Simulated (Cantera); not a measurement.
Input: 1 mol C₂H₂, 0.36 mol NH₃, 79 mol H₂.

Cantera equilibrium calculation (NASA polynomials, part measured and part estimated; ideal gas, pure solids and liquids). Candidate condensed phases: C, C₆H₆, C₇H₈, C₈H₁₈; 92 gas species. The ideal-gas law is rough above about 30 bar. Kinetics and transport are ignored.

### Question
What condenses at these points (T in K, P in Pa): (1923, 100000); (2623, 10000); (2423, 10000); (2023, 100000); (2123, 100)?

### Answer
| T (K) | P in Pa | condensed phases | C condensed (%) |
|---|---|---|---|
| 1923 | 100000 | C | 92.2 |
| 2623 | 10000 | gas only | 0.0 |
| 2423 | 10000 | C | 30.5 |
| 2023 | 100000 | C | 88.2 |
| 2123 | 100 | C | 83.3 |
